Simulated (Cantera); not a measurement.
A diamond (100) surface in a fixed gas of H2 with x(CH4) = 0.0068, x(H) = 0.00043, x(CH3) = 0.00019, at 1350 K; coverages are run to steady state.

Detailed kinetics in Cantera: the Harris–Goodwin 1993 mechanism for the reconstructed diamond (100) surface.

θ: site fractions in the mechanism's names (c6HH fully hydrogenated, c6H* and c6*H radical sites, c6** diradical, c6HM methylated).

```tsv
P (Pa)	growth (µm/h)	θ c6HH	θ c6H*	θ c6*H	θ c6**	θ c6HM
810	___	0.481	0.0461	0.454	0.0180	1.56e-5
1400	___	0.482	0.0460	0.454	0.0179	2.75e-5
2400	___	0.482	0.0460	0.453	0.0178	4.84e-5
4100	___	0.482	0.0459	0.453	0.0177	8.51e-5
7100	___	0.482	0.0459	0.453	0.0175	0.000152
12000	___	0.482	0.0459	0.452	0.0175	0.000263
21000	___	0.482	0.0459	0.452	0.0174	0.000469
36000	___	0.481	0.0458	0.452	0.0173	0.000809
```

**Question.** What belongs in the gaps?

**Answer.** 
- 810, growth (µm/h): 0.0130
- 1400, growth (µm/h): 0.0353
- 2400, growth (µm/h): 0.0905
- 4100, growth (µm/h): 0.218
- 7100, growth (µm/h): 0.503
- 12000, growth (µm/h): 1.06
- 21000, growth (µm/h): 2.25
- 36000, growth (µm/h): 4.57
